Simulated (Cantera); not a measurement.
A closed system holds: 1 mol SiH2Cl2, 32 mol N2, at 0.000140 bar.

Equilibrium computed with Cantera from the NASA thermochemical tables; the gas is ideal and each condensed phase is pure. Candidate condensed phases: NH4Cl, Si, Si3N4; 28 gas species. The tables' values for SiCl, SiN, SiCl3 are old estimates; treat these amounts as uncertain. Kinetics and transport are ignored. All values below are at 1750 K.

Base state: N2 0.932, SiCl2 0.0209, H2 0.0207, HCl 0.0140, Si 0.00707, H 0.00283, Cl 0.00148, SiCl 0.000959 (mole fractions); condensed: gas only.

**Question.** What changes in the equilibrium state with this change: 0.052 mol H2O added?

**Answer.** 
```tsv
species	before	after
N2	0.932	0.930
H2	0.0207	0.0216
SiCl2	0.0209	0.0203
SiO	0	0.00151
HCl	0.0140	0.0151
Si2N	4.68e-5	3.60e-5
Si2	2.41e-5	1.86e-5
SiN	4.17e-5	3.65e-5
Si	0.00707	0.00621
SiH	1.59e-5	1.43e-5
```
Further candidate phases: H2O, SiO2, Si2N2O.

**Question.** What changes in the equilibrium state with this change: pressure from 0.000140 bar to 0.0133 bar?

**Answer.** 
| species | before | after |
|---|---|---|
| N2 | 0.932 | 0.941 |
| H2 | 0.0207 | 0.0209 |
| SiCl2 | 0.0209 | 0.0207 |
| Si | 0.00707 | 5.08e-5 |
| HCl | 0.0140 | 0.0170 |
| Si2 | 2.41e-5 | 1.19e-7 |
| Si2N | 4.68e-5 | 2.25e-6 |
| Si3N4(s), mol | 0 | 0.0967 |
The tables' values for SiCl3, SiCl are old estimates; treat these amounts as uncertain.
